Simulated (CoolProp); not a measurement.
Saturation properties of R1132(E).

The numbers come from the reference Helmholtz-energy equation of state, Akasaka 2024 in CoolProp.

| T (°C) | p (kPa) | vapour density (kg/m³) | enthalpy of vaporisation (kJ/kg) | liquid cp (kJ/(kg K)) |
|---|---|---|---|---|
| -12.35 | 545.1 | 18.05 | 266.3 | 1.701 |
| -6.45 | 664.5 | 21.91 | 259.2 | 1.720 |
| -0.55 | 802.4 | 26.40 | 251.8 | 1.744 |
| 5.25 | 957.8 | 31.54 | 244.2 | 1.772 |
| 11.15 | 1138 | 37.59 | 236.0 | 1.806 |
| 17.05 | 1342 | 44.62 | 227.3 | 1.848 |
| 22.95 | 1571 | 52.80 | 218.0 | 1.899 |
| 28.85 | 1829 | 62.33 | 208.0 | 1.963 |
| 34.75 | 2116 | 73.51 | 197.2 | 2.043 |
| 40.55 | 2430 | 86.49 | 185.6 | 2.144 |
| 46.45 | 2784 | 102.3 | 172.5 | 2.283 |
| 52.35 | 3175 | 121.6 | 157.7 | 2.484 |
| 58.25 | 3607 | 145.9 | 140.6 | 2.805 |
